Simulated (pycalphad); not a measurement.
Source of the numbers: pycalphad with the COST 507 light-alloy database (1999); pressure 1 atm. The database dates from 1999; later assessments differ in places, in temperatures and in the compounds included. Not assessed as a whole: an extrapolation from subsystems, which can miss ternary compounds.

Molar enthalpy of Al-0.59Si-0.86Cu (at.%) in equilibrium (SER reference):

| T (K) | H (kJ/mol) | phases |
|---|---|---|
| 1850 | 57.70 | LIQUID |
| 1750 | 54.54 | LIQUID |
| 1650 | 51.38 | LIQUID |
| 1550 | 48.21 | LIQUID |
| 1450 | 45.05 | LIQUID |
| 1350 | 41.89 | LIQUID |
| 1250 | 38.72 | LIQUID |
| 1150 | 35.56 | LIQUID |
| 1050 | 32.40 | LIQUID |
| 1000 | 30.82 | LIQUID |
| 950 | 29.24 | LIQUID |
| 850 | 15.52 | FCC_A1 |
| 800 | 13.96 | FCC_A1 |
| 750 | 12.44 | FCC_A1 |
| 650 | 9.21 | FCC_A1 + ALCU_THETA + DIAMOND_A4 |
| 550 | 6.21 | FCC_A1 + ALCU_THETA + DIAMOND_A4 |

Cooling from 950 K to 850 K, across the freezing range, releases 13.7 kJ/mol, or 502 J/g. The slope is 32 J/(mol K) in the liquid and 31 J/(mol K) just below the solidus, where it includes any heat of precipitation. Liquidus 925 K, solidus 851 K. Changes were sought between steps of 50 K, so a narrower field can be missed.

Database names, with the compositions (at.%) that they take in these runs: ALCU_THETA: Al 67 Cu 33. FCC_A1 is fcc; DIAMOND_A4 is diamond (Si).
